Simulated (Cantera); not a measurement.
## Diamond growth

A diamond (100) surface in a fixed gas of H2 with x(CH4) = 0.003, x(H) = 0.046, x(CH3) = 0.00015, at 1400 K; coverages are run to steady state.

Detailed kinetics in Cantera: the Harris–Goodwin 1993 mechanism for the reconstructed diamond (100) surface.

```json
[
 {"P (Pa)": "1300", "growth (µm/h)": "0.550", "θ c6HH": "0.325", "θ c6H*": "0.0600", "θ c6*H": "0.548", "θ c6**": "0.0670", "θ c6HM": "1.52e-5"},
 {"P (Pa)": "2100", "growth (µm/h)": "1.01", "θ c6HH": "0.325", "θ c6H*": "0.0601", "θ c6*H": "0.548", "θ c6**": "0.0670", "θ c6HM": "2.45e-5"},
 {"P (Pa)": "3500", "growth (µm/h)": "1.98", "θ c6HH": "0.325", "θ c6H*": "0.0602", "θ c6*H": "0.548", "θ c6**": "0.0671", "θ c6HM": "3.99e-5"},
 {"P (Pa)": "5700", "growth (µm/h)": "3.86", "θ c6HH": "0.325", "θ c6H*": "0.0604", "θ c6*H": "0.547", "θ c6**": "0.0671", "θ c6HM": "6.21e-5"},
 {"P (Pa)": "9300", "growth (µm/h)": "7.74", "θ c6HH": "0.325", "θ c6H*": "0.0607", "θ c6*H": "0.547", "θ c6**": "0.0672", "θ c6HM": "9.41e-5"},
 {"P (Pa)": "15000", "growth (µm/h)": "15.5", "θ c6HH": "0.325", "θ c6H*": "0.0612", "θ c6*H": "0.546", "θ c6**": "0.0674", "θ c6HM": "0.000136"},
 {"P (Pa)": "25000", "growth (µm/h)": "32.4", "θ c6HH": "0.325", "θ c6H*": "0.0620", "θ c6*H": "0.545", "θ c6**": "0.0677", "θ c6HM": "0.000191"},
 {"P (Pa)": "41000", "growth (µm/h)": "64.9", "θ c6HH": "0.324", "θ c6H*": "0.0634", "θ c6*H": "0.543", "θ c6**": "0.0682", "θ c6HM": "0.000251"}
]
```
θ: site fractions in the mechanism's names (c6HH fully hydrogenated, c6H* and c6*H radical sites, c6** diradical, c6HM methylated).
